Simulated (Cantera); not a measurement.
Adiabatic ignition

An adiabatic, constant-pressure homogeneous reactor starts with CH₄ : C₂H₆ : C₃H₈ : O₂ : N₂ = 1 : 0.081 : 0.071 : 2.4 : 9.02 (molar parts), equivalence ratio 1.1, at 1673 K and 0.600 bar.

Detailed kinetics in Cantera: GRI-Mech 3.0 (53 species, 325 reactions).

| t (s) | T (K) | x CH₄ | x C₂H₆ | x C₃H₈ | x HO₂ | x OH | x CH₂ | x NO |
|---|---|---|---|---|---|---|---|---|
| 3.00e-6 | 1669 | 0.0794 | 0.00630 | 0.00537 | 3.97e-5 | 1.36e-5 | 5.94e-8 | <1e-12 |
| 7.32e-6 | 1665 | 0.0789 | 0.00604 | 0.00493 | 9.72e-5 | 3.02e-5 | 3.55e-7 | 6.13e-12 |
| 1.79e-5 | 1661 | 0.0769 | 0.00542 | 0.00380 | 0.000125 | 6.80e-5 | 1.70e-6 | 7.88e-11 |
| 4.36e-5 | 1707 | 0.0661 | 0.00358 | 0.00120 | 0.000354 | 0.000220 | 7.79e-6 | 1.86e-9 |
| 0.000107 | 2544 | <1e-12 | <1e-12 | <1e-12 | 3.18e-6 | 0.0249 | <1e-12 | 9.37e-5 |
| 0.000260 | 2655 | <1e-12 | <1e-12 | <1e-12 | 3.60e-6 | 0.0246 | <1e-12 | 0.000536 |
| 0.000635 | 2758 | <1e-12 | <1e-12 | <1e-12 | 4.34e-6 | 0.0236 | <1e-12 | 0.00193 |
| 0.00155 | 2779 | <1e-12 | <1e-12 | <1e-12 | 4.37e-6 | 0.0228 | <1e-12 | 0.00497 |
| 0.00378 | 2775 | <1e-12 | <1e-12 | <1e-12 | 4.14e-6 | 0.0222 | <1e-12 | 0.00816 |
| 0.00923 | 2774 | <1e-12 | <1e-12 | <1e-12 | 4.09e-6 | 0.0220 | <1e-12 | 0.00897 |
| 0.0225 | 2774 | <1e-12 | <1e-12 | <1e-12 | 4.08e-6 | 0.0220 | <1e-12 | 0.00899 |
| 0.0550 | 2774 | <1e-12 | <1e-12 | <1e-12 | 4.08e-6 | 0.0220 | <1e-12 | 0.00899 |
| 0.134 | 2774 | <1e-12 | <1e-12 | <1e-12 | 4.08e-6 | 0.0220 | <1e-12 | 0.00899 |
| 0.328 | 2774 | <1e-12 | <1e-12 | <1e-12 | 4.08e-6 | 0.0220 | <1e-12 | 0.00899 |
| 0.800 | 2774 | <1e-12 | <1e-12 | <1e-12 | 4.08e-6 | 0.0220 | <1e-12 | 0.00899 |
x: mole fraction; the columns are a selection and need not sum to one.

The time of steepest temperature rise is 80.3 µs and the temperature at 0.800 s is 2774 K. The equilibrium temperature comes out as 2774 K and the x(CH₄) at 0.800 s comes out as <1e-12 (gas-phase equilibrium <1e-12). The x(C₂H₆) at 0.800 s comes out as <1e-12 (gas-phase equilibrium <1e-12) and the x(C₃H₈) at 0.800 s is <1e-12 (gas-phase equilibrium <1e-12).
